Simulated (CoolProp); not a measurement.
A simple Rankine cycle with water: condensing at 297.15 K, boiler at 0.797 MPa, turbine inlet 483.4 K, turbine efficiency 0.85, pump efficiency 0.6, no recuperator. Each further row changes one setting.

The numbers come from the reference Helmholtz-energy equation of state, Wagner 2002 in CoolProp.

| case | thermal efficiency (%) | net work (kJ/kg) | heat in (kJ/kg) | turbine exit temperature (K) | volume ratio over the turbine |
|---|---|---|---|---|---|
| as stated | 25.4 | [?] | 2760 | 297.1 | [?] |
| turbine inlet 503.4 K | 25.5 | [?] | 2810 | 297.1 | 139 |
| condensing temperature 289.15 K | 26.7 | 746 | 2790 | 289.1 | [?] |
| boiler pressure 0.558 MPa | 24.0 | [?] | 2770 | 297.1 | 102 |
| turbine efficiency 0.75 | 22.4 | 619 | 2760 | 297.1 | 150 |

Some entries are withheld; supply them.


- as stated, net work (kJ/kg): 701
- as stated, volume ratio over the turbine: 144
- turbine inlet 503.4 K, net work (kJ/kg): 716
- condensing temperature 289.15 K, volume ratio over the turbine: 227
- boiler pressure 0.558 MPa, net work (kJ/kg): 665

The expansion ends wet for: as stated; turbine inlet 503.4 K; condensing temperature 289.15 K; boiler pressure 0.558 MPa; turbine efficiency 0.75.
